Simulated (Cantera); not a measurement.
A closed system holds: 1 mol SiO₂, 2.1 mol CO, 13 mol N₂, 1.1 mol CH₄, equilibrated at 49.0 Pa.

Equilibrium computed with Cantera from the NASA thermochemical tables; the gas is ideal and each condensed phase is pure. Candidate condensed phases: C, C₆H₆, C₇H₈, C₈H₁₈, H₂O, Si, SiC, SiO₂, Si₂N₂O, Si₃N₄; 151 gas species. N₂ is the only nitrogen source here; it is nearly inert below about 1500 K, so the nitride shown seldom forms there in practice. Mutual solubility and eutectic melting of coexisting phases are not modelled. The tables hold silica as quartz up to 1696 K and as liquid above; real silica turns to tridymite and cristobalite and melts near 1996 K. Rates play no part.

log p: log10 of the partial pressure in bar; n: condensed amount in mol.

```csv
T (K),log p N₂,log p CO,log p H₂,log p SiO,n SiO₂(β-quartz),n Si₂N₂O(s),n SiC(s)
1225,-3.46,-4.06,-4.22,-8.44,0.267,0.367,0
1275,-3.46,-4.06,-4.22,-7.59,0.266,0.366,0
1325,-3.46,-4.06,-4.22,-6.81,0.265,0.365,0
1375,-3.46,-4.06,-4.22,-6.09,0.257,0.357,0
1425,-3.47,-4.07,-4.23,-5.42,0.219,…,0
1475,-3.48,-4.08,-4.24,-4.79,0.0583,…,0
1525,-3.48,-4.09,-4.25,-4.69,0,…,0
1575,-3.48,-4.10,-4.25,-4.62,0,0,0.0494
1625,-3.48,-4.10,-4.26,-4.62,0,0,0.0490
1675,-3.48,-4.10,-4.26,-4.62,0,0,0.0479
```

Q: What belongs in the gaps?

A: 
- 1425, n Si₂N₂O(s): 0.319
- 1475, n Si₂N₂O(s): 0.158
- 1525, n Si₂N₂O(s): 0.0999
